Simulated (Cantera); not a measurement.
## Equilibrium for tantalum, niobium, vanadium and zirconium in process gases: Ta(OEt)5 + O2

Input: 1 mol Ta(OEt)5, 0.044 mol O2, at 0.00525 Torr.

Equilibrium computed with Cantera from the NASA thermochemical tables; the gas is ideal and each condensed phase is pure. Candidate condensed phases: C, C6H6, C7H8, C8H18, H2O, Ta, TaC, Ta2O5; 113 gas species. The feed counts by its element totals alone. TaC: taken at fixed stoichiometry. Condensed phases not in the tables: Ta2C. Kinetics and transport are ignored.

From 600 °C to 2100 °C the condensed part is C(graphite) + TaC(s). From 2250 °C to 2550 °C the condensed part is TaC(s).

| T (°C) | x H | x H2 | x CO | x C | x C3 | x C2 | n C(graphite) | n TaC(s) |
|---|---|---|---|---|---|---|---|---|
| 600 | 1.49e-8 | 0.711 | 0.289 | <1e-12 | <1e-12 | <1e-12 | 3.91 | 1.00 |
| 750 | 1.32e-6 | 0.711 | 0.289 | <1e-12 | <1e-12 | <1e-12 | 3.91 | 1.00 |
| 900 | 3.76e-5 | 0.711 | 0.289 | <1e-12 | <1e-12 | <1e-12 | 3.91 | 1.00 |
| 1050 | 0.000505 | 0.710 | 0.289 | <1e-12 | <1e-12 | <1e-12 | 3.91 | 1.00 |
| 1200 | 0.00402 | 0.707 | 0.289 | <1e-12 | <1e-12 | <1e-12 | 3.91 | 1.00 |
| 1350 | 0.0217 | 0.692 | 0.286 | 1.93e-10 | 4.00e-11 | 3.25e-12 | 3.91 | 1.00 |
| 1500 | 0.0858 | 0.637 | 0.277 | 1.74e-8 | 7.08e-9 | 5.82e-10 | 3.91 | 1.00 |
| 1650 | 0.251 | 0.496 | 0.253 | 7.74e-7 | 5.49e-7 | 4.60e-8 | 3.90 | 1.00 |
| 1800 | 0.516 | 0.269 | 0.215 | 1.98e-5 | 2.24e-5 | 1.92e-6 | 3.89 | 1.00 |
| 1950 | 0.725 | 0.0896 | 0.184 | 0.000327 | 0.000547 | 4.80e-5 | 3.84 | 1.00 |
| 2100 | 0.793 | 0.0226 | 0.171 | 0.00378 | 0.00882 | 0.000794 | 2.94 | 1.00 |
| 2250 | 0.777 | 0.00547 | 0.160 | 0.0218 | 0.0307 | 0.00423 | 0 | 1.000 |
| 2400 | 0.762 | 0.00155 | 0.156 | 0.0584 | 0.0164 | 0.00589 | 0 | 1.000 |
| 2550 | 0.742 | 0.000490 | 0.151 | 0.0989 | 0.00327 | 0.00392 | 0 | 0.989 |
x: gas mole fraction; n: condensed amount in mol.
